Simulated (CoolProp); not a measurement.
Model: reference Helmholtz-energy equation of state, Lemmon 2013, in CoolProp.

### Question
For propylene, give the phase and the density (kg/m³), cv (kJ/(kg K)), speed of sound (m/s), viscosity (µPa s) at 394.9 K and 13.4 MPa; 458.4 K and 13.4 MPa; 521.9 K and 13.4 MPa.

### Answer
- 394.9 K and 13.4 MPa: supercritical; density 379, cv 1.86, speed of sound 429, viscosity 53.2
- 458.4 K and 13.4 MPa: supercritical; density 242, cv 2.06, speed of sound 300, viscosity 31.3
- 521.9 K and 13.4 MPa: supercritical; density 168, cv 2.21, speed of sound 312, viscosity 25.1

Viscosity comes from a separate model (Huber 2003), an estimate that may be off by 10 % or more.
